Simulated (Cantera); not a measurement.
Cantera run, input and output.

```python
import numpy as np
import cantera as ct

gas = ct.Solution("gri30.yaml")


def delay(T, t_max=10):
    gas.TPX = T, 100000, {'CH4': 1, 'O2': 1.54, 'N2': 5.78}
    reactor = ct.IdealGasReactor(gas, clone=False)
    net = ct.ReactorNet([reactor])
    net.rtol, net.atol = 1e-8, 1e-16
    while net.time < t_max:
        t_old, T_old = net.time, reactor.T
        net.step()
        if reactor.T > T + 400:  # ignition: a rise of 400 K
            return t_old + (T + 400 - T_old) / (reactor.T - T_old) * (net.time - t_old)
    return np.nan


taus = []
for T in [1150, 1250, 1350, 1450, 1550, 1650, 1750, 1850, 1950]:
    taus.append(delay(T))
    print(f"T0 = {T:6g} K   tau = {taus[-1]:.4e} s")
```

Output:

```
T0 =   1150 K   tau = 1.0485e-01 s
T0 =   1250 K   tau = 2.4793e-02 s
T0 =   1350 K   tau = 6.7343e-03 s
T0 =   1450 K   tau = 2.0853e-03 s
T0 =   1550 K   tau = 7.4604e-04 s
T0 =   1650 K   tau = 3.1052e-04 s
T0 =   1750 K   tau = 1.4782e-04 s
T0 =   1850 K   tau = 7.8290e-05 s
T0 =   1950 K   tau = 4.5053e-05 s
```

Model: GRI-Mech 3.0 (53 species, 325 reactions), integrated in Cantera.
